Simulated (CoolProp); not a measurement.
A single-stage vapour-compression cycle with R227EA: evaporating at 274.15 K (dew point), condensing at 329.15 K (bubble point), superheat 2 K, subcooling 8 K, compressor efficiency 0.8, no pressure losses. Each further row changes one setting.

Computed with CoolProp (reference Helmholtz-energy equation of state, Lemmon 2016).

| case | cooling COP | pressure ratio | discharge temperature (K) | refrigerating effect (kJ/kg) | volumetric capacity (kJ/m³) |
|---|---|---|---|---|---|
| as stated | 2.82 | 5.26 | 329.2 | 70.0 | 1140 |
| evaporating temperature 279.15 K | 3.30 | 4.39 | 329.2 | 73.2 | ___ |
| condensing temperature 324.15 K | 3.30 | ___ | 324.2 | 76.2 | 1240 |
| subcooling 13 K | 3.08 | 5.26 | 329.2 | 76.2 | 1240 |
| superheat 12 K | ___ | 5.26 | 332.2 | 78.1 | 1210 |
| compressor efficiency 0.7 | 2.47 | 5.26 | 329.2 | 70.0 | 1140 |

### Question
Complete the blanks.

### Answer

- evaporating temperature 279.15 K, volumetric capacity (kJ/m³): 1420
- condensing temperature 324.15 K, pressure ratio: 4.64
- superheat 12 K, cooling COP: 2.94

The compression ends wet for: as stated; evaporating temperature 279.15 K; condensing temperature 324.15 K; subcooling 13 K; compressor efficiency 0.7.
